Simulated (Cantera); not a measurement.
An adiabatic, constant-volume homogeneous reactor starts with CH4 : C2H6 : O2 : N2 = 1 : 0.073 : 0.902 : 3.25 (molar parts), equivalence ratio 2.5, at 1625 K and 760 Torr. Integrator tolerance rtol = 1e-08.

Cantera simulation using GRI-Mech 3.0 (53 species, 325 reactions); the numbers are that mechanism's predictions, not measurements.

Problem. What does this change do: pressure from 760 Torr to 248 Torr?

Solution. 
```csv
quantity,before,after
time of steepest temperature rise,0.146 ms,0.317 ms
temperature at 0.200 s,2638 K,2586 K
equilibrium temperature,2638 K,2586 K
x(CH4) at 0.200 s,2.04e-10 (gas-phase equilibrium 2.28e-10),2.46e-11 (gas-phase equilibrium 2.74e-11)
x(C2H6) at 0.200 s,<1e-12 (gas-phase equilibrium <1e-12),<1e-12 (gas-phase equilibrium <1e-12)
x(O2) at 0.200 s,8.39e-6 (gas-phase equilibrium 8.39e-6),1.65e-5 (gas-phase equilibrium 1.65e-5)
x(H2O) at 0.200 s,0.0879 (gas-phase equilibrium 0.0879),0.0868 (gas-phase equilibrium 0.0868)
x(H2) at 0.200 s,0.237 (gas-phase equilibrium 0.237),0.233 (gas-phase equilibrium 0.233)
```

Problem. What does this change do: initial temperature 1625 to 1723 K?

Solution. 
| quantity | before | after |
|---|---|---|
| time of steepest temperature rise | 0.146 ms | 72.9 µs |
| temperature at 0.200 s | 2638 K | 2702 K |
| equilibrium temperature | 2638 K | 2702 K |
| x(CH4) at 0.200 s | 2.04e-10 (gas-phase equilibrium 2.28e-10) | 1.49e-10 (gas-phase equilibrium 1.66e-10) |
| x(C2H6) at 0.200 s | <1e-12 (gas-phase equilibrium <1e-12) | <1e-12 (gas-phase equilibrium <1e-12) |
| x(O2) at 0.200 s | 8.39e-6 (gas-phase equilibrium 8.39e-6) | 1.50e-5 (gas-phase equilibrium 1.50e-5) |
| x(H2O) at 0.200 s | 0.0879 (gas-phase equilibrium 0.0879) | 0.0872 (gas-phase equilibrium 0.0872) |
| x(H2) at 0.200 s | 0.237 (gas-phase equilibrium 0.237) | 0.234 (gas-phase equilibrium 0.234) |
